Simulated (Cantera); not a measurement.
A closed system holds: 1 mol SiHCl₃, 5.6 mol NH₃, 13 mol H₂, at 10000 Pa.

Method: chemical equilibrium by Gibbs-energy minimisation in Cantera with the NASA 1993 tables (ideal gas, pure condensed phases). Candidate condensed phases: NH₄Cl, Si, Si₃N₄; 28 gas species. The tables' values for SiCl₃ are old estimates; treat these amounts as uncertain. Rates play no part. All values below are at 1398 K.

Base state: H₂ 0.799, HCl 0.116, N₂ 0.0839, SiCl₂ 0.000374, SiCl₃ 7.75e-5, SiCl₄ 6.86e-5, SiHCl₃ 3.32e-5, H 1.34e-5 (mole fractions); condensed: Si₃N₄(s).

What changes in the equilibrium state with this change: pressure from 10000 Pa to 890 Pa?


| species | before | after |
|---|---|---|
| H₂ | 0.799 | 0.800 |
| HCl | 0.116 | 0.113 |
| N₂ | 0.0839 | 0.0847 |
| SiCl₂ | 0.000374 | 0.00177 |
| H | 1.34e-5 | 4.49e-5 |
| SiCl₄ | 6.86e-5 | 2.76e-5 |
| Si₃N₄(s), mol | 0.329 | 0.317 |
